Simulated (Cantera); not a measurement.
**SiH2Cl2 + N2 + H2 (silicon nitride deposition)**

Charge: 1 mol SiH2Cl2, 12 mol N2, 13 mol H2, equilibrated at 1923.15 K.

Cantera equilibrium calculation (NASA polynomials, part measured and part estimated; ideal gas, pure solids and liquids). Candidate condensed phases: NH4Cl, Si, Si3N4; 28 gas species. The tables' values for SiCl, SiCl3, SiN are old estimates; treat these amounts as uncertain. Gases not in the tables: Si2H6 and higher silanes. Kinetics and transport are ignored.

| P (Pa) | x H2 | x N2 | x H | x HCl | x Si | x SiCl2 | n Si(l) | n Si3N4(s) |
|---|---|---|---|---|---|---|---|---|
| 5 | 0.408 | 0.409 | 0.0851 | 0.0551 | 0.0313 | 0.00180 | 0 | 0 |
| 36 | 0.453 | 0.425 | 0.0335 | 0.0506 | 0.0251 | 0.00790 | 0 | 0 |
| 260 | 0.481 | 0.438 | 0.0128 | 0.0470 | 0.00654 | 0.0120 | 0.446 | 0 |
| 1900 | 0.490 | 0.443 | 0.00479 | 0.0481 | 0.000895 | 0.0124 | 0.622 | 0 |
| 14000 | 0.501 | 0.435 | 0.00178 | 0.0497 | 0.000117 | 0.0125 | 0 | 0.219 |
| 100000 | 0.497 | 0.432 | 0.000665 | 0.0638 | 4.43e-6 | 0.00561 | 0 | 0.282 |
x: gas mole fraction; n: condensed amount in mol.

From 5.00 Pa to 36.0 Pa nothing is condensed. From 2.60 mbar to 19.0 mbar the condensed part is Si(l). From 0.140 bar to 1.00 bar the condensed part is Si3N4(s). The main Si-bearing gas is Si at 5.00 Pa and SiCl2 at 1.00 bar.
